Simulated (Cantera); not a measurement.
An adiabatic, constant-volume homogeneous reactor starts with CH₄ : O₂ : N₂ = 1 : 1.67 : 6.27 (molar parts), at 1623 K and 12800 Torr. Integrator tolerance rtol = 1e-08.

Detailed kinetics in Cantera: GRI-Mech 3.0 (53 species, 325 reactions). The pressure lies above the range GRI-Mech 3.0 was tuned for (to about 10 atm). Above 3000 K some thermodynamic fits are extrapolated.

What does this change do: CH4 1 to 0.3 parts?


```tsv
quantity	before	after
time of steepest temperature rise	39.6 µs	31.0 µs
temperature at 0.800 s	3235 K	2506 K
equilibrium temperature	3235 K	2506 K
x(CH₄) at 0.800 s	5.98e-12 (gas-phase equilibrium 7.15e-12)	<1e-12 (gas-phase equilibrium <1e-12)
x(O₂) at 0.800 s	0.00585 (gas-phase equilibrium 0.00585)	0.120 (gas-phase equilibrium 0.120)
x(H) at 0.800 s	0.00942 (gas-phase equilibrium 0.00942)	7.92e-5 (gas-phase equilibrium 7.92e-5)
x(NO₂) at 0.800 s	4.71e-6 (gas-phase equilibrium 4.71e-6)	5.87e-5 (gas-phase equilibrium 5.87e-5)
x(CO₂) at 0.800 s	0.0403 (gas-phase equilibrium 0.0403)	0.0356 (gas-phase equilibrium 0.0356)
x(CO) at 0.800 s	0.0646 (gas-phase equilibrium 0.0646)	0.000768 (gas-phase equilibrium 0.000768)
x(HCO) at 0.800 s	1.34e-6 (gas-phase equilibrium 1.34e-6)	2.25e-10 (gas-phase equilibrium 2.25e-10)
```

What does this change do: O2 1.67 to 2.3 parts?


| quantity | before | after |
|---|---|---|
| time of steepest temperature rise | 39.6 µs | 27.8 µs |
| temperature at 0.800 s | 3235 K | 3277 K |
| equilibrium temperature | 3235 K | 3277 K |
| x(CH₄) at 0.800 s | 5.98e-12 (gas-phase equilibrium 7.15e-12) | <1e-12 (gas-phase equilibrium <1e-12) |
| x(O₂) at 0.800 s | 0.00585 (gas-phase equilibrium 0.00585) | 0.0363 (gas-phase equilibrium 0.0363) |
| x(H) at 0.800 s | 0.00942 (gas-phase equilibrium 0.00942) | 0.00716 (gas-phase equilibrium 0.00716) |
| x(NO₂) at 0.800 s | 4.71e-6 (gas-phase equilibrium 4.71e-6) | 2.89e-5 (gas-phase equilibrium 2.89e-5) |
| x(CO₂) at 0.800 s | 0.0403 (gas-phase equilibrium 0.0403) | 0.0575 (gas-phase equilibrium 0.0575) |
| x(CO) at 0.800 s | 0.0646 (gas-phase equilibrium 0.0646) | 0.0422 (gas-phase equilibrium 0.0422) |
| x(HCO) at 0.800 s | 1.34e-6 (gas-phase equilibrium 1.34e-6) | 6.39e-7 (gas-phase equilibrium 6.39e-7) |
